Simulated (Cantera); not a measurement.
# Premixed flame

A freely propagating, adiabatic, planar premixed flame of CH3OH : O2 : N2 = 1 : 2.03 : 7.62 (molar parts), equivalence ratio 0.74, unburnt at 350 K and 1.70 bar; mixture-averaged transport, grid criteria slope 0.08 and curve 0.16, no radiation.

Cantera simulation using GRI-Mech 3.0 (53 species, 325 reactions); the numbers are that mechanism's predictions, not measurements. GRI-Mech 3.0 was tuned for natural gas; its chemistry of methanol as a main component is partial and can be far from experiment. Burning velocities carry a grid error of a few per cent, more on coarse grids.

| z (mm) | T (K) | u (m/s) | x CH3OH | x O2 | x CO2 | x H2 | x HCO | x HO2 |
|---|---|---|---|---|---|---|---|---|
| -1.10 | 350 | 0.231 | 0.0938 | 0.190 | 1.34e-6 | 0.000673 | <1e-8 | 4.10e-8 |
| -0.733 | 355 | 0.234 | 0.0936 | 0.190 | 2.81e-5 | 0.00179 | <1e-8 | 5.64e-7 |
| -0.550 | 372 | 0.246 | 0.0929 | 0.188 | 0.000181 | 0.00303 | <1e-8 | 2.91e-6 |
| -0.367 | 472 | 0.315 | 0.0882 | 0.180 | 0.00164 | 0.00513 | <1e-8 | 2.42e-5 |
| -0.183 | 864 | 0.590 | 0.0623 | 0.146 | 0.0115 | 0.00785 | <1e-8 | 0.000224 |
| -0.0917 | 1212 | 0.842 | 0.0331 | 0.115 | 0.0239 | 0.00918 | 8.11e-7 | 0.000754 |
| 0 | 1586 | 1.12 | 0.00267 | 0.0789 | 0.0430 | 0.00858 | 4.55e-5 | 0.000816 |
| 0.0917 | 1724 | 1.21 | 2.20e-6 | 0.0615 | 0.0625 | 0.00440 | 5.21e-7 | 2.85e-5 |
| 0.183 | 1795 | 1.25 | <1e-8 | 0.0552 | 0.0734 | 0.00321 | 1.39e-8 | 1.86e-5 |
| 0.367 | 1874 | 1.30 | <1e-8 | 0.0509 | 0.0817 | 0.00224 | <1e-8 | 1.08e-5 |
| 0.733 | 1935 | 1.34 | <1e-8 | 0.0486 | 0.0860 | 0.00114 | <1e-8 | 5.00e-6 |
| 1.47 | 1968 | 1.36 | <1e-8 | 0.0477 | 0.0880 | 0.000448 | <1e-8 | 2.23e-6 |
| 2.93 | 1979 | 1.37 | <1e-8 | 0.0474 | 0.0888 | 0.000201 | <1e-8 | 1.43e-6 |
x: mole fraction of selected species; z is measured from the peak of heat release.

```yaml
laminar_burning_velocity: 23.0 cm/s
thermal_thickness: 0.367 mm
peak x(H2): 0.00957
peak x(HCO): 4.55e-5
peak x(HO2): 0.00132
grid_points: 133
```
